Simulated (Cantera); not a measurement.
An adiabatic, constant-volume homogeneous reactor starts with 16.6 % CH4, 17.5 % O2, 65.9 % N2, equivalence ratio 1.9, at 1600 K and 100000 Pa.

Computed with Cantera and GRI-Mech 3.0 (53 species, 325 reactions).

Task: Predict: time of steepest temperature rise; temperature at 2.00 s; equilibrium temperature; x(O2) at 2.00 s; x(CH2O) at 2.00 s; x(NO) at 2.00 s; x(N2O) at 2.00 s.

Result: 
| Property | Value |
|---|---|
| time of steepest temperature rise | 0.545 ms |
| temperature at 2.00 s | 2834 K |
| equilibrium temperature | 2834 K |
| x(O2) at 2.00 s | 0.000266 (gas-phase equilibrium 0.000266) |
| x(CH2O) at 2.00 s | 1.44e-8 (gas-phase equilibrium 1.44e-8) |
| x(NO) at 2.00 s | 0.00116 (gas-phase equilibrium 0.00116) |
| x(N2O) at 2.00 s | 7.91e-8 (gas-phase equilibrium 7.91e-8) |
